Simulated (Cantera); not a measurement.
# AlBr3 + NH3 + H2 (aluminium nitride and oxide growth)

Charge: 1 mol AlBr3, 1.3 mol NH3, 160 mol H2, equilibrated at 0.00133 bar.

Equilibrium computed with Cantera from the NASA thermochemical tables; the gas is ideal and each condensed phase is pure. Candidate condensed phases: Al, AlBr3, AlN, Br2; 19 gas species. Rates play no part.

From 1173 K to 1373 K the condensed part is AlN(s). From 1473 K to 1873 K nothing is condensed. The main Al-bearing gas is AlBr3 at 1173 K and AlBr at 1873 K.

```csv
T (K),x H2,x H,x HBr,x AlBr,n AlN(s)
1173,0.982,3.20e-6,0.0159,2.68e-5,0.863
1273,0.982,1.94e-5,0.0154,0.000450,0.794
1373,0.980,9.03e-5,0.0133,0.00345,0.360
1473,0.978,0.000343,0.0115,0.00599,0
1573,0.977,0.00110,0.0112,0.00605,0
1673,0.975,0.00308,0.0103,0.00602,0
1773,0.970,0.00767,0.00917,0.00592,0
1873,0.960,0.0173,0.00783,0.00562,0
```
x: gas mole fraction; n: condensed amount in mol.
